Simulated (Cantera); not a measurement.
## Equilibrium for hydrogen reduction and annealing atmospheres: Fe₂O₃ + H₂

A closed system holds: 1 mol Fe₂O₃, 33 mol H₂, held at 0.130 bar.

Cantera equilibrium calculation (NASA polynomials, part measured and part estimated; ideal gas, pure solids and liquids). Candidate condensed phases: Fe, FeO, Fe(OH)₂, Fe(OH)₃, Fe₂O₃, Fe₃O₄, H₂O; 12 gas species. The numbers say what is thermodynamically allowed, not how fast it happens.

```tsv
T (K)	x H₂	x H₂O	x H	x Fe	x OH	x Fe(OH)₂	n Fe(γ)	n Fe(δ)	n Fe(l)
1248	0.909	0.0909	1.23e-6	1.79e-9	1.26e-9	2.55e-8	2.00	0	0
1298	0.909	0.0909	2.83e-6	7.93e-9	3.67e-9	4.60e-8	2.00	0	0
1348	0.909	0.0909	6.12e-6	3.14e-8	9.85e-9	7.95e-8	2.00	0	0
1398	0.909	0.0909	1.25e-5	1.12e-7	2.47e-8	1.32e-7	2.00	0	0
1448	0.909	0.0909	2.44e-5	3.67e-7	5.80e-8	2.13e-7	2.00	0	0
1498	0.909	0.0909	4.54e-5	1.11e-6	1.29e-7	3.32e-7	2.00	0	0
1548	0.909	0.0909	8.14e-5	3.10e-6	2.72e-7	5.03e-7	2.00	0	0
1598	0.909	0.0909	0.000141	8.13e-6	5.48e-7	7.44e-7	2.00	0	0
1648	0.909	0.0909	0.000235	2.01e-5	1.06e-6	1.07e-6	2.00	0	0
1698	0.909	0.0909	0.000382	4.68e-5	1.97e-6	1.52e-6	0	2.00	0
1748	0.908	0.0909	0.000604	0.000104	3.52e-6	2.10e-6	0	2.00	0
1798	0.908	0.0908	0.000931	0.000220	6.12e-6	2.85e-6	0	1.99	0
1848	0.907	0.0908	0.00140	0.000438	1.03e-5	3.73e-6	0	0	1.99
1898	0.906	0.0907	0.00206	0.000836	1.69e-5	4.78e-6	0	0	1.97
```
x: gas mole fraction; n: condensed amount in mol.

From 1248 K to 1648 K the condensed part is Fe(γ). From 1698 K to 1798 K the condensed part is Fe(δ). From 1848 K to 1898 K the condensed part is Fe(l). The main Fe-bearing gas is Fe(OH)₂ at 1248 K and Fe at 1898 K.
